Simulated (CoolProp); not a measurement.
Vapour-liquid equilibrium of CH2F2 (R32) (1) + R125 (2) at 292.7 K; x and y are mole fractions of (1).

Values from CoolProp's multi-fluid Helmholtz-energy mixture model, Tillner-Roth 1997 and Lemmon 2005; pair parameters Lemmon 2004.

```json
[
 {"x": "0.05", "bubble pressure, mixture model (bar)": "12.13", "bubble pressure, Raoult's law (bar)": "12.04", "y, mixture model": "0.063", "y, Raoult's law": "0.060"},
 {"x": "0.15", "bubble pressure, mixture model (bar)": "12.56", "bubble pressure, Raoult's law (bar)": "12.30", "y, mixture model": "0.181", "y, Raoult's law": "0.178"},
 {"x": "0.25", "bubble pressure, mixture model (bar)": "12.97", "bubble pressure, Raoult's law (bar)": "12.57", "y, mixture model": "0.292", "y, Raoult's law": "0.290"},
 {"x": "0.35", "bubble pressure, mixture model (bar)": "13.34", "bubble pressure, Raoult's law (bar)": "12.84", "y, mixture model": "0.396", "y, Raoult's law": "0.397"},
 {"x": "0.45", "bubble pressure, mixture model (bar)": "13.68", "bubble pressure, Raoult's law (bar)": "13.10", "y, mixture model": "0.493", "y, Raoult's law": "0.500"},
 {"x": "0.55", "bubble pressure, mixture model (bar)": "13.96", "bubble pressure, Raoult's law (bar)": "13.37", "y, mixture model": "0.586", "y, Raoult's law": "0.599"},
 {"x": "0.65", "bubble pressure, mixture model (bar)": "14.20", "bubble pressure, Raoult's law (bar)": "13.63", "y, mixture model": "0.676", "y, Raoult's law": "0.694"},
 {"x": "0.75", "bubble pressure, mixture model (bar)": "14.39", "bubble pressure, Raoult's law (bar)": "13.90", "y, mixture model": "0.766", "y, Raoult's law": "0.786"},
 {"x": "0.85", "bubble pressure, mixture model (bar)": "14.51", "bubble pressure, Raoult's law (bar)": "14.16", "y, mixture model": "0.856", "y, Raoult's law": "0.874"},
 {"x": "0.95", "bubble pressure, mixture model (bar)": "14.57", "bubble pressure, Raoult's law (bar)": "14.43", "y, mixture model": "0.950", "y, Raoult's law": "0.959"}
]
```

The largest gap from Raoult's law is +4.4 % in bubble pressure, at x = 0.55. No azeotrope shows between x = 0.05 and 0.95.

The pair parameters rest on a limited set of measurements; away from them the model extrapolates.
